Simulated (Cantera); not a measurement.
What does this Cantera script print?

```python
import numpy as np
import cantera as ct

gas_names = """
    H H2 H2S Pb PbS Pb2 S SH S2 S8
""".split()
cond_names = """
    Pb(cr) Pb(L) PbS(s) PbS(L) S(cr1) S(cr2) S(L)
""".split()


# ... load() reads the species with a 1 bar reference pressure and builds the phases ...
atoms = {
    'PbS': {'Pb': 1, 'S': 1},
    'H2': {'H': 2},
}
top_T = {}  # K; cautious upper limits of use, not melting points


# ... equilibrate(T, P, feed) seeds the gas with the atoms and calls Mixture.equilibrate('TP', solver="vcs", rtol=1e-11, max_steps=5000) ...
results = []
feed = {'PbS': 1, 'H2': 0.43}  # mol
T = 1898.15  # K
P = 91000  # Pa
mix = equilibrate(T, P, feed)
results.append((T, P, feed, dict(zip(mix.species_names, mix.species_moles))))
x = sorted(zip(gas.X, gas.species_names), reverse=True)
print(f"T = {T:g} K  P = {P:g} Pa  gas = {mix.phase_moles(0):.4g} mol")
print("   x: " + "  ".join(f"{s} {v:.3e}" for v, s in x if v > 1e-06))
print("   condensed (mol): " + ("  ".join(f"{mix.phase(i).name} {mix.phase_moles(i):.4g}"
      for i in range(1, mix.n_phases) if mix.phase_moles(i) > 1e-12) or "none"))
```

Output:

```
T = 1898.15 K  P = 91000 Pa  gas = 1.489 mol
   x: PbS 5.560e-01  H2 2.497e-01  Pb 1.152e-01  S2 3.676e-02  H2S 3.612e-02  SH 5.396e-03  H 4.099e-04  S 3.166e-04  Pb2 7.226e-05
   condensed (mol): none
```

Cantera equilibrium calculation (NASA polynomials, part measured and part estimated; ideal gas, pure solids and liquids).
